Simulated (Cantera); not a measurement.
Input: 1 mol SiHCl3, 0.01 mol C2H4, 5.2 mol H2, equilibrated at 1000 Pa.

These are equilibrium values from Cantera (NASA tables, ideal gas, pure condensed phases), not measurements of a reactor. Candidate condensed phases: C, C6H6, C7H8, C8H18, Si, SiC; 109 gas species. Mutual solubility and eutectic melting of coexisting phases are not modelled. Gases not in the tables: Si2H6 and higher silanes. Rates play no part.

Task: What share of the Si ends up in condensed phases as a function of T (K), at 1375, 1425, 1475, 1525, 1575, 1625, 1675, 1725, 1775, 1825?

Result: 
```tsv
T (K)	Si condensed (%)	as
1375	15.2	Si(s) + SiC(s)
1425	13.0	Si(s) + SiC(s)
1475	11.4	Si(s) + SiC(s)
1525	10.2	Si(s) + SiC(s)
1575	9.3	Si(s) + SiC(s)
1625	8.4	Si(s) + SiC(s)
1675	7.6	Si(s) + SiC(s)
1725	8.4	Si(l) + SiC(s)
1775	9.8	Si(l) + SiC(s)
1825	11.0	Si(l) + SiC(s)
```
